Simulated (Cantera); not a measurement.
# Metals in furnace atmospheres: Fe + H2S + CO

Input: 1 mol Fe, 0.0013 mol H2S, 48 mol CO, at 1100 K and 1.88 Torr.

Cantera equilibrium calculation (NASA polynomials, part measured and part estimated; ideal gas, pure solids and liquids). Candidate condensed phases: C, C6H6, C7H8, C8H18, Fe, Fe(CO)5, FeO, Fe(OH)2, Fe(OH)3, FeS, FeSO4, FeS2, Fe2O3, Fe2(SO4)3, Fe3O4, H2O, H2SO4, S; 127 gas species. Condensed phases not in the tables: cementite and carbon dissolved in iron. The numbers say what is thermodynamically allowed, not how fast it happens.

| Quantity | Value |
|---|---|
| x(CO) | 1.000 |
| x(CO2) | 0.000221 |
| x(H2) | 2.71e-5 |
| x(COS) | 2.54e-5 |
| n(C(graphite)) | 0.0105 mol |
| n(Fe(α)) | 1.00 mol |
| gas amount | 47.99 mol |
| log10 activity of S(l) (absent) | -5.41 |
| log10 activity of Fe(OH)2(s) (absent) | -18.88 |
| log10 activity of Fe(OH)3(s) (absent) | -30.89 |
